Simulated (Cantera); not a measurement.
A perfectly stirred reactor is fed with H2 : O2 : N2 = 1 : 0.294 : 1.11 (molar parts), at 0.700 bar; it is adiabatic with a 500 K inlet, and is followed from long to short residence time, starting on the burning branch (τ in s: 0.056, 0.027, 0.013, 0.006, 0.0029, 0.0014, 0.00064, 0.00031, 0.00014, 6.9e-05, 3.3e-05).

Cantera simulation using GRI-Mech 3.0 (53 species, 325 reactions); the numbers are that mechanism's predictions, not measurements.

Q: What does this change do: N2 1.11 to 0.88 parts?

A: 
| quantity | before | after |
|---|---|---|
| blow-out, bracketed by the residence times tried | burning at 33.0 µs, the shortest tried | burning at 33.0 µs, the shortest tried |
| x(H2) at τ = 56.0 ms | 0.191 | 0.213 |
| x(O2) at τ = 56.0 ms | 5.90e-5 | 9.76e-5 |
| x(NO) at τ = 56.0 ms | 8.41e-5 | 0.000235 |
| x(H) at τ = 56.0 ms | 0.00867 | 0.0128 |
| x(NO2) at τ = 56.0 ms | 6.24e-10 | 3.06e-9 |
| x(H2) at τ = 1.40 ms | 0.178 | 0.200 |
| x(O2) at τ = 1.40 ms | 0.000863 | 0.000978 |
| x(NO) at τ = 1.40 ms | 3.27e-5 | 5.67e-5 |
| x(H) at τ = 1.40 ms | 0.0377 | 0.0412 |
| x(NO2) at τ = 1.40 ms | 2.40e-10 | 5.70e-10 |
